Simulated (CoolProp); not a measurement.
Vapour-liquid equilibrium of CHF3 (R23) (1) + R143a (2) at 47.1 kPa; x and y are mole fractions of (1).

Values from CoolProp's multi-fluid Helmholtz-energy mixture model, Penoncello 2003 and Lemmon and Jacobsen 2000; pair parameters Bell 2016.

```json
[
 {"x": "0.05", "bubble temperature, mixture model (K)": "207.6", "bubble temperature, Raoult's law (K)": "206.9", "y, mixture model": "0.212", "y, Raoult's law": "0.247"},
 {"x": "0.15", "bubble temperature, mixture model (K)": "201.5", "bubble temperature, Raoult's law (K)": "200.5", "y, mixture model": "(withheld)", "y, Raoult's law": "0.540"},
 {"x": "0.25", "bubble temperature, mixture model (K)": "196.3", "bubble temperature, Raoult's law (K)": "195.8", "y, mixture model": "0.691", "y, Raoult's law": "0.700"},
 {"x": "0.35", "bubble temperature, mixture model (K)": "192.2", "bubble temperature, Raoult's law (K)": "192.1", "y, mixture model": "(withheld)", "y, Raoult's law": "0.798"},
 {"x": "0.45", "bubble temperature, mixture model (K)": "(withheld)", "bubble temperature, Raoult's law (K)": "189.1", "y, mixture model": "0.866", "y, Raoult's law": "0.861"},
 {"x": "0.55", "bubble temperature, mixture model (K)": "(withheld)", "bubble temperature, Raoult's law (K)": "186.6", "y, mixture model": "(withheld)", "y, Raoult's law": "0.905"},
 {"x": "0.65", "bubble temperature, mixture model (K)": "184.1", "bubble temperature, Raoult's law (K)": "184.5", "y, mixture model": "0.939", "y, Raoult's law": "0.937"},
 {"x": "0.75", "bubble temperature, mixture model (K)": "182.4", "bubble temperature, Raoult's law (K)": "182.6", "y, mixture model": "0.961", "y, Raoult's law": "0.961"},
 {"x": "0.85", "bubble temperature, mixture model (K)": "(withheld)", "bubble temperature, Raoult's law (K)": "181.0", "y, mixture model": "0.978", "y, Raoult's law": "0.980"},
 {"x": "0.95", "bubble temperature, mixture model (K)": "179.5", "bubble temperature, Raoult's law (K)": "179.5", "y, mixture model": "0.993", "y, Raoult's law": "0.994"}
]
```

Problem. Some entries are withheld; supply them.

Solution. 
- 0.15, y, mixture model: 0.511
- 0.35, y, mixture model: 0.799
- 0.45, bubble temperature, mixture model (K): 188.9
- 0.55, bubble temperature, mixture model (K): 186.2
- 0.55, y, mixture model: 0.909
- 0.85, bubble temperature, mixture model (K): 180.9

The largest gap from Raoult's law is +1.0 K in bubble temperature, at x = 0.15. No azeotrope shows between x = 0.05 and 0.95.

Pair parameters are fitted to limited data, so mixtures are less certain than the pure fluids. The gap from Raoult's law changes sign with composition, which may be real or a fault of the pair parameters; it wasn't checked against measurements.
